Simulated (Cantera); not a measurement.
Thermodynamics of boron, boron nitride and boron oxide, feed borazine + H2O + N2

Charge: 1 mol borazine, 17 mol H2O, 5.8 mol N2, at 0.470 bar.

Method: chemical equilibrium by Gibbs-energy minimisation in Cantera with the NASA 1993 tables (ideal gas, pure condensed phases). Candidate condensed phases: B, BN, B2O3, B3O3H3, H2O; 39 gas species. The feed counts by its element totals alone. Gases not in the tables: H3BO3. Equilibrium is a limit: real reactors are often held back by kinetics, nucleation or transport.

| T (K) | x H2O | x H2 | x N2 | x HBO2 | x (HBO2)3 | x B2O3 | n B2O3(l) |
|---|---|---|---|---|---|---|---|
| 825 | 0.438 | 0.277 | 0.269 | 2.84e-7 | 0.0155 | <1e-12 | 0.869 |
| 975 | 0.450 | 0.276 | 0.268 | 1.50e-5 | 0.00655 | 2.09e-12 | 1.23 |
| 1125 | 0.454 | 0.275 | 0.268 | 0.000260 | 0.00329 | 1.42e-9 | 1.36 |
| 1275 | 0.454 | 0.275 | 0.267 | 0.00223 | 0.00188 | 1.96e-7 | 1.39 |
| 1425 | 0.448 | 0.273 | 0.266 | 0.0117 | 0.00116 | 9.14e-6 | 1.29 |
| 1575 | 0.425 | 0.269 | 0.262 | 0.0433 | 0.000733 | 0.000198 | 0.859 |
| 1725 | 0.384 | 0.260 | 0.254 | 0.100 | 0.000252 | 0.00165 | 0 |
| 1875 | 0.384 | 0.260 | 0.253 | 0.0995 | 1.26e-5 | 0.00218 | 0 |
x: gas mole fraction; n: condensed amount in mol.

From 825 K to 1575 K the condensed part is B2O3(l). From 1725 K to 1875 K nothing is condensed.
